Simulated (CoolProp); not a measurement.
c-C4F8 (RC318) along the isotherm 435 K: Z from the reference equation and from simpler models built on Tc = 388.4 K, pc = 2778 kPa, ω = 0.355; each cubic takes its own stable root.

Values from CoolProp's reference Helmholtz-energy equation of state, Platzer 1990. This equation is an older, rougher fit; its heat capacities, sound speeds and derivatives of the liquid may be far off and weren't checked against measurements.

```json
[
 {"p (kPa)": "926", "phase": "gas", "reference": "0.9231"},
 {"p (kPa)": "1850", "phase": "gas", "reference": "0.8387"},
 {"p (kPa)": "2780", "phase": "supercritical", "reference": "0.7441"},
 {"p (kPa)": "3700", "phase": "supercritical", "reference": "0.6409"},
 {"p (kPa)": "4630", "phase": "supercritical", "reference": "0.5387"},
 {"p (kPa)": "5560", "phase": "supercritical", "reference": "0.4773"},
 {"p (kPa)": "6480", "phase": "supercritical", "reference": "0.4671"},
 {"p (kPa)": "7410", "phase": "supercritical", "reference": "0.4821"},
 {"p (kPa)": "8330", "phase": "supercritical", "reference": "0.5073"},
 {"p (kPa)": "9260", "phase": "supercritical", "reference": "0.5373"},
 {"p (kPa)": "10200", "phase": "supercritical", "reference": "0.5700"},
 {"p (kPa)": "11100", "phase": "supercritical", "reference": "0.6025"},
 {"p (kPa)": "12000", "phase": "supercritical", "reference": "0.6356"},
 {"p (kPa)": "13000", "phase": "supercritical", "reference": "0.6727"},
 {"p (kPa)": "13900", "phase": "supercritical", "reference": "0.7063"}
]
```

How far does each simpler model (van der Waals, Soave-Redlich-Kwong, Peng-Robinson) lie from the reference over these 15 states: mean and median of the absolute difference, and the worst?


- van der Waals: mean 13.4 %, median 14.5 %, worst +22.8 % at 435 K and 13900 kPa
- Soave-Redlich-Kwong: mean 6.9 %, median 7.1 %, worst +12.7 % at 435 K and 6480 kPa
- Peng-Robinson: mean 2.4 %, median 2.3 %, worst +4.7 % at 435 K and 6480 kPa
